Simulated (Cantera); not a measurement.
**Transport properties of process gases**

Gas mixture: C₂H₆ : CO : H₂ = 0.49 : 0.85 : 0.81 (molar parts), at 0.000720 bar, frozen composition.

Cantera's kinetic-theory transport with the Lennard-Jones parameters of GRI-Mech 3.0, ideal gas; thermal conductivity in the multicomponent form. The composition is frozen, though it would react at the higher temperatures.

```
T (K)  ρ (kg/m³)  cp (J/kg/K)  μ (µPa s)  λ (mW/m/K)     Pr  D (cm²/s) O  D (cm²/s) OH  D (cm²/s) H₂O
-----  ---------  -----------  ---------  ----------  -----  -----------  ------------  -------------
400     0.000405         2006       17.6        71.7  0.491          904           888            660
550     0.000294         2248       22.3        95.9  0.524         1560          1540           1210
700     0.000231         2464       26.6         120  0.546         2350          2310           1880
850     0.000190         2646       30.4         144  0.559         3260          3200           2660
1000    0.000162         2806       34.0         167  0.570         4270          4200           3540
1150    0.000141         2939       37.3         191  0.575         5400          5300           4520
1300    0.000124         3052       40.5         214  0.578         6620          6500           5590
1450    0.000112         3147       43.5         236  0.580         7930          7800           6740
1600    0.000101         3228       46.4         258  0.581         9340          9180           7970
```
D: mixture-averaged diffusion coefficient of that species in the mixture.
